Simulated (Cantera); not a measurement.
Input: 1 mol Si2Cl6, 560 mol H2, held at 4000 Pa.

Method: chemical equilibrium by Gibbs-energy minimisation in Cantera with the NASA 1993 tables (ideal gas, pure condensed phases). Candidate condensed phases: Si; 19 gas species. The feed counts by its element totals alone. The tables' values for SiCl are old estimates; treat these amounts as uncertain. Gases not in the tables: Si2H6 and higher silanes. Kinetics and transport are ignored.

x: gas mole fraction; n: condensed amount in mol.

| T (K) | x H2 | x HCl | x H | x SiCl2 | x Si | n Si(s) | n Si(l) |
|---|---|---|---|---|---|---|---|
| 1523 | 0.990 | 0.00999 | 0.000115 | 0.000330 | 4.51e-7 | 1.81 | 0 |
| 1573 | 0.989 | 0.00997 | 0.000202 | 0.000340 | 1.37e-6 | 1.80 | 0 |
| 1623 | 0.989 | 0.00995 | … | 0.000350 | … | 1.79 | 0 |
| 1673 | 0.989 | 0.00993 | 0.000566 | 0.000359 | 1.04e-5 | 1.78 | 0 |
| 1723 | 0.989 | 0.00994 | … | 0.000346 | … | 0 | 1.77 |
| 1773 | 0.988 | 0.00998 | 0.00141 | 0.000324 | 5.33e-5 | 0 | 1.76 |
| 1823 | 0.987 | 0.0100 | 0.00215 | 0.000304 | 0.000111 | 0 | 1.72 |

Problem. Complete the blanks.

Solution. 
- 1723, x H: 0.000907
- 1723, x Si: 2.46e-5
- 1623, x H: 0.000344
- 1623, x Si: 3.91e-6
